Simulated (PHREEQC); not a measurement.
Solution (55 °C): 0.014 mol/kgw NaHSO4, 5.4e-05 mol/kgw NH3 and 0.0017 mol/kgw LiCl. Closed to the air; pH follows from the charge balance.

Model: ion-association model, phreeqc.dat, run in PHREEQC.

Each row changes one thing in this solution. This is a speciation only: nothing precipitates in the calculation.

| case | pH | ionic strength (mol/kgw) | SO4-2 (mol/kgw) | HSO4- (mol/kgw) | NH4+ (mol/kgw) | NH4SO4- (mol/kgw) |
|---|---|---|---|---|---|---|
| as made | 2.17 | 0.0307 | 0.00751 | 0.00615 | 5.15e-5 | 2.49e-6 |
| diluted 2-fold with water | 2.39 | 0.0168 | ___ | 0.00243 | 2.61e-5 | 8.73e-7 |
| 0.00019 mol/kgw KCl added | 2.17 | 0.0309 | 0.00751 | 0.00615 | 5.15e-5 | 2.48e-6 |
| NaHSO4 from 0.014 to 0.14 mol/kgw | 1.45 | 0.216 | 0.0370 | 0.0952 | 4.84e-5 | 5.55e-6 |
| 0.0018 mol/kgw NaHCO3 added | 2.24 | ___ | 0.00805 | 0.00554 | 5.14e-5 | 2.64e-6 |
| LiCl left out | 2.17 | 0.0290 | 0.00749 | 0.00619 | 5.15e-5 | 2.52e-6 |
| NaHSO4 replaced by CaSO4 at the same molality | 8.49 | 0.0398 | 0.00950 | 3.50e-9 | 2.67e-5 | ___ |
| NaHSO4 from 0.014 to 0.028 mol/kgw | 1.95 | ___ | 0.0123 | 0.0147 | 5.06e-5 | 3.38e-6 |

Problem. Fill in the missing entries.

Solution. 
- diluted 2-fold with water, SO4-2 (mol/kgw): 0.00445
- 0.0018 mol/kgw NaHCO3 added, ionic strength (mol/kgw): 0.0318
- NaHSO4 replaced by CaSO4 at the same molality, NH4SO4- (mol/kgw): 1.51e-6
- NaHSO4 from 0.014 to 0.028 mol/kgw, ionic strength (mol/kgw): 0.0544

Species that the database lacks are ignored. Away from 25 °C the constants follow the database's enthalpies or fits; those with neither stay at their 25 °C values.
